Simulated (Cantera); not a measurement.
Feed: 1 mol Si₃N₄, 1.8 mol N₂O, 1.4 mol N₂, 0.0025 mol O₂, equilibrated at 1475 K and 14.0 Pa.

Method: chemical equilibrium by Gibbs-energy minimisation in Cantera with the NASA 1993 tables (ideal gas, pure condensed phases). Candidate condensed phases: Si, SiO₂, Si₂N₂O, Si₃N₄; 16 gas species. Equilibrium is a limit: real reactors are often held back by kinetics, nucleation or transport.

Base state: N₂ 0.868, SiO 0.132 (mole fractions); condensed: Si₂N₂O(s).

Question: What changes in the equilibrium state with this change: N₂O from 1.8 to 0.5 mol?

Answer: 
```json
[
 {"species": "N₂", "before": "0.868", "after": "0.998"},
 {"species": "SiO", "before": "0.132", "after": "0.00197"},
 {"species": "Si", "before": "2.45e-7", "after": "1.43e-5"},
 {"species": "Si₂N₂O(s), mol", "before": "1.20", "after": "0.501"},
 {"species": "Si₃N₄(s), mol", "before": "0", "after": "0.665"}
]
```
Mutual solubility and eutectic melting of coexisting phases are not modelled.

Question: What changes in the equilibrium state with this change: 0.052 mol Cl₂ added?

Answer: 
```json
[
 {"species": "N₂", "before": "0.868", "after": "0.851"},
 {"species": "SiO", "before": "0.132", "after": "0.138"},
 {"species": "SiCl₂", "before": "0", "after": "0.0101"},
 {"species": "Cl", "before": "0", "after": "0.000661"},
 {"species": "SiCl₃", "before": "0", "after": "0.000262"},
 {"species": "SiCl₄", "before": "0", "after": "2.30e-5"},
 {"species": "Si₂N₂O(s), mol", "before": "1.20", "after": "1.15"}
]
```
The tables' values for SiCl₃ are old estimates; treat these amounts as uncertain.
